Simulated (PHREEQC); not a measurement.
# Alkaline etch or developer: an equilibrium model

Solution (25 °C): 0.2 mol/kgw NaOH, 0.00038 mol/kgw K2SiO3 and 0.00017 mol/kgw K3PO4. Closed to the air; pH follows from the charge balance.

Computed with PHREEQC (ion-association model, phreeqc.dat).

No solid was allowed to form.

Problem. What pH does the model give?

Solution. pH 13.15.

Problem. In which forms is P present?

Solution. PO4-3 97 %, HPO4-2 2.6 % of the P.
